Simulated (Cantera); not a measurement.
Input: 1 mol trisilylamine, 0.57 mol NH₃, 96 mol H₂, 49 mol N₂, equilibrated at 7.10 mbar.

These are equilibrium values from Cantera (NASA tables, ideal gas, pure condensed phases), not measurements of a reactor. Candidate condensed phases: Si, Si₃N₄; 18 gas species. The feed counts by its element totals alone. The tables' values for SiN are old estimates; treat these amounts as uncertain. Gases not in the tables: Si₂H₆ and higher silanes. Equilibrium is a limit: real reactors are often held back by kinetics, nucleation or transport.

log p: log10 of the partial pressure in bar; n: condensed amount in mol.

```json
[
 {"T (K)": "1100", "log p H₂": "-2.32", "log p N₂": "-2.64", "log p H": "-8.75", "log p Si": "<-14", "log p SiH": "<-14", "log p Si₂N": "<-14", "n Si₃N₄(s)": "1.00", "n Si(l)": "0"},
 {"T (K)": "1175", "log p H₂": "-2.32", "log p N₂": "-2.64", "log p H": "-8.07", "log p Si": "<-14", "log p SiH": "<-14", "log p Si₂N": "<-14", "n Si₃N₄(s)": "1.00", "n Si(l)": "0"},
 {"T (K)": "1250", "log p H₂": "-2.32", "log p N₂": "-2.64", "log p H": "-7.47", "log p Si": "-13.92", "log p SiH": "-14.03", "log p Si₂N": "<-14", "n Si₃N₄(s)": "1.00", "n Si(l)": "0"},
 {"T (K)": "1325", "log p H₂": "-2.32", "log p N₂": "-2.64", "log p H": "-6.94", "log p Si": "-12.28", "log p SiH": "-12.58", "log p Si₂N": "<-14", "n Si₃N₄(s)": "1.00", "n Si(l)": "0"},
 {"T (K)": "1400", "log p H₂": "-2.32", "log p N₂": "-2.64", "log p H": "-6.47", "log p Si": "-10.82", "log p SiH": "-11.28", "log p Si₂N": "(withheld)", "n Si₃N₄(s)": "1.00", "n Si(l)": "0"},
 {"T (K)": "1475", "log p H₂": "-2.32", "log p N₂": "-2.64", "log p H": "-6.05", "log p Si": "-9.51", "log p SiH": "-10.11", "log p Si₂N": "(withheld)", "n Si₃N₄(s)": "1.000", "n Si(l)": "0"},
 {"T (K)": "1550", "log p H₂": "-2.32", "log p N₂": "-2.64", "log p H": "-5.66", "log p Si": "-8.32", "log p SiH": "-9.06", "log p Si₂N": "(withheld)", "n Si₃N₄(s)": "1.000", "n Si(l)": "0"},
 {"T (K)": "1625", "log p H₂": "-2.32", "log p N₂": "-2.64", "log p H": "-5.31", "log p Si": "-7.25", "log p SiH": "-8.11", "log p Si₂N": "(withheld)", "n Si₃N₄(s)": "0.999", "n Si(l)": "0"},
 {"T (K)": "1700", "log p H₂": "-2.32", "log p N₂": "-2.64", "log p H": "-4.99", "log p Si": "-6.28", "log p SiH": "-7.25", "log p Si₂N": "(withheld)", "n Si₃N₄(s)": "0.995", "n Si(l)": "0"},
 {"T (K)": "1775", "log p H₂": "-2.32", "log p N₂": "-2.63", "log p H": "-4.70", "log p Si": "-5.66", "log p SiH": "-6.73", "log p Si₂N": "(withheld)", "n Si₃N₄(s)": "0", "n Si(l)": "2.94"},
 {"T (K)": "1850", "log p H₂": "-2.33", "log p N₂": "-2.63", "log p H": "-4.43", "log p Si": "-5.19", "log p SiH": "-6.36", "log p Si₂N": "(withheld)", "n Si₃N₄(s)": "0", "n Si(l)": "2.84"},
 {"T (K)": "1925", "log p H₂": "-2.33", "log p N₂": "-2.63", "log p H": "-4.18", "log p Si": "-4.76", "log p SiH": "-6.01", "log p Si₂N": "(withheld)", "n Si₃N₄(s)": "0", "n Si(l)": "2.57"}
]
```

Q: Some entries are withheld; supply them.

A: 
- 1400, log p Si₂N: -13.44
- 1475, log p Si₂N: -11.77
- 1550, log p Si₂N: -10.27
- 1625, log p Si₂N: -8.91
- 1700, log p Si₂N: -7.67
- 1775, log p Si₂N: -7.08
- 1850, log p Si₂N: -6.74
- 1925, log p Si₂N: -6.43
